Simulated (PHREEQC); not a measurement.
A PHREEQC speciation (ion-association model, phreeqc.dat) at 25 °C gives pH 5.98 and these molalities:

```
species      mol/kgw
----------  --------
Cd+2          0.0441
CdSO4         0.0377
SO4-2         0.0320
Cd(SO4)2-2    0.0132
Fe+2         0.00103
FeSO4       0.000574
CdOH+        1.48e-6
HSO4-        1.32e-6
H+           1.31e-6
Cd2OH+3      1.00e-6
```

Task: What are the element totals, and what could have been dissolved in 1 kg of water to give them?

Result: This is not unique; one that fits is totals Cd 0.0950, Fe(2) 0.00160, S(6) 0.0966 mol/kgw, from 95 mmol/kgw CdSO4 and 1.6 mmol/kgw FeSO4.

This is a speciation only: nothing precipitates in the calculation. Species that the database lacks are ignored.
